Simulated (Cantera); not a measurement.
A closed system holds: 1 mol SiO₂, 7.6 mol C, 0.57 mol N₂, held at 1 atm.

Equilibrium computed with Cantera from the NASA thermochemical tables; the gas is ideal and each condensed phase is pure. Candidate condensed phases: C, Si, SiC, SiO₂, Si₂N₂O, Si₃N₄; 34 gas species. N₂ is the only nitrogen source here; it is nearly inert below about 1500 K, so the nitride shown seldom forms there in practice. Mutual solubility and eutectic melting of coexisting phases are not modelled. The tables hold silica as quartz up to 1696 K and as liquid above; real silica turns to tridymite and cristobalite and melts near 1996 K. The numbers say what is thermodynamically allowed, not how fast it happens.

x: gas mole fraction; n: condensed amount in mol.

```
T (°C)    x N₂    x CO    x SiO     x CO₂      x Si    x SiC₂  n C(graphite)  n SiO₂(β-quartz)  n Si₂N₂O(s)  n SiC(s)
------  ------  ------  -------  --------  --------  --------  -------------  ----------------  -----------  --------
1000     0.964  0.0357  1.65e-9   9.30e-6    <1e-12    <1e-12           7.58             0.986      0.00696         0
1100     0.884   0.116  5.48e-8   3.12e-5    <1e-12    <1e-12           7.53             0.952       0.0240         0
1200     0.695   0.305  1.18e-6   7.96e-5    <1e-12    <1e-12           7.38             0.855       0.0727         0
1300     0.382   0.618  1.94e-5  0.000139  6.22e-12    <1e-12           7.00             0.601        0.200         0
1400         …   0.893        …  0.000137         …         …           6.34                 …            …         0
1500    0.0457   0.952  0.00242   8.08e-5   2.22e-8  2.75e-10           6.10                 0        0.498         0
1600     0.138   0.856  0.00582   3.65e-5   2.89e-7   6.34e-9           5.52                 0        0.298     0.393
1700     0.222   0.771  0.00674   1.76e-5   1.54e-6   5.62e-8           4.63                 0            0     0.983
1800     0.222   0.770        …         …         …         …           4.64                 0            0     0.978
1900     0.222   0.768   0.0103   7.17e-6   2.76e-5   2.39e-6           4.65                 0            0     0.973
```

Question: Fill in the missing entries.

Answer: 
- 1800, x SiO: 0.00844
- 1800, x CO₂: 1.10e-5
- 1800, x Si: 7.00e-6
- 1800, x SiC₂: 4.02e-7
- 1400, x N₂: 0.107
- 1400, x SiO: 0.000291
- 1400, x Si: 4.79e-10
- 1400, x SiC₂: 3.13e-12
- 1400, n SiO₂(β-quartz): 0.160
- 1400, n Si₂N₂O(s): 0.420
